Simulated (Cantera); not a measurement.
**Hydrocarbon pyrolysis for carbon deposition**

An isothermal, constant-pressure homogeneous reactor starts with 25.6 % C₂H₆, 74.4 % H₂, at 1175 K and 101000 Pa.

Cantera simulation using GRI-Mech 3.0 (53 species, 325 reactions); the numbers are that mechanism's predictions, not measurements. GRI-Mech 3.0 stops at C3 and has no aromatics, soot or wall deposition, so with more carbon than oxygen in the feed, carbon stays in small species such as C2H2 where larger ones or solid carbon would form.

```json
[
 {"t (s)": "6.00e-6", "x C₂H₆": "0.256", "x H₂": "0.744", "x C₂H": "<1e-12", "x C₂H₄": "2.04e-7", "x CH₄": "9.50e-7"},
 {"t (s)": "3.16e-5", "x C₂H₆": "0.256", "x H₂": "0.744", "x C₂H": "<1e-12", "x C₂H₄": "1.20e-5", "x CH₄": "8.60e-6"},
 {"t (s)": "0.000167", "x C₂H₆": "0.256", "x H₂": "0.744", "x C₂H": "<1e-12", "x C₂H₄": "0.000389", "x CH₄": "6.24e-5"},
 {"t (s)": "0.000880", "x C₂H₆": "0.247", "x H₂": "0.745", "x C₂H": "<1e-12", "x C₂H₄": "0.00723", "x CH₄": "0.00104"},
 {"t (s)": "0.00464", "x C₂H₆": "0.196", "x H₂": "0.752", "x C₂H": "<1e-12", "x C₂H₄": "0.0450", "x CH₄": "0.00742"},
 {"t (s)": "0.0245", "x C₂H₆": "0.0766", "x H₂": "0.765", "x C₂H": "<1e-12", "x C₂H₄": "0.131", "x CH₄": "0.0264"},
 {"t (s)": "0.129", "x C₂H₆": "0.0244", "x H₂": "0.759", "x C₂H": "1.87e-12", "x C₂H₄": "0.156", "x CH₄": "0.0553"},
 {"t (s)": "0.681", "x C₂H₆": "0.0182", "x H₂": "0.717", "x C₂H": "2.58e-12", "x C₂H₄": "0.127", "x CH₄": "0.128"},
 {"t (s)": "3.59", "x C₂H₆": "0.0105", "x H₂": "0.636", "x C₂H": "1.23e-12", "x C₂H₄": "0.0816", "x CH₄": "0.264"},
 {"t (s)": "19.0", "x C₂H₆": "0.00414", "x H₂": "0.555", "x C₂H": "<1e-12", "x C₂H₄": "0.0369", "x CH₄": "0.400"},
 {"t (s)": "100", "x C₂H₆": "0.00103", "x H₂": "0.506", "x C₂H": "<1e-12", "x C₂H₄": "0.0100", "x CH₄": "0.482"}
]
```
x: mole fraction; the columns are a selection and need not sum to one.

Equilibrium at this temperature and pressure: C₂H₆ 0.000337, H₂ 0.493, C₂H <1e-12, C₂H₄ 0.00328, CH₄ 0.503 (gas phase only).
